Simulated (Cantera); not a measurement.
**Low-pressure radical oxidation in H2/O2**

An isothermal, constant-pressure homogeneous reactor starts with 0.651 % H2, 34.3 % O2, 65.1 % N2, equivalence ratio 0.0095, at 1250 K and 0.0267 bar.

Computed with Cantera and the H2/O2 subset of GRI-Mech 3.0, which has no nitrogen chemistry. Radical loss at walls, strong at low pressure, is not modelled.

```
t (s)        x H2   x O2       x O    x H2O2     x HO2      x OH
--------  -------  -----  --------  --------  --------  --------
1.00e-5   0.00651  0.343  9.69e-12    <1e-12  1.02e-10  9.62e-12
4.27e-5   0.00651  0.343  1.44e-10    <1e-12  4.34e-10  1.40e-10
0.000182  0.00651  0.343   1.54e-9    <1e-12   1.85e-9   1.37e-9
0.000777  0.00651  0.343   2.16e-8  4.60e-12   7.98e-9   1.63e-8
0.00331   0.00648  0.343   1.94e-5  1.40e-10   1.35e-7   1.40e-5
0.0141    4.60e-5  0.337   0.00485   1.97e-8   8.61e-7  0.000554
0.0603    2.92e-5  0.338   0.00305   1.83e-8   7.10e-7  0.000443
0.257     8.07e-6  0.340  0.000826   1.26e-8   3.74e-7  0.000234
1.10      8.85e-7  0.340   9.05e-5   3.88e-9   9.20e-8   7.81e-5
4.69      8.09e-8  0.340   8.33e-6  5.94e-10   1.39e-8   2.38e-5
20.0      1.04e-8  0.340   1.08e-6  9.08e-11   3.47e-9   8.55e-6
```
x: mole fraction; the columns are a selection and need not sum to one.

Equilibrium at this temperature and pressure: H2 2.38e-9, O2 0.340, O 2.49e-7, H2O2 2.29e-11, HO2 3.39e-9, OH 4.11e-6 (gas phase only).
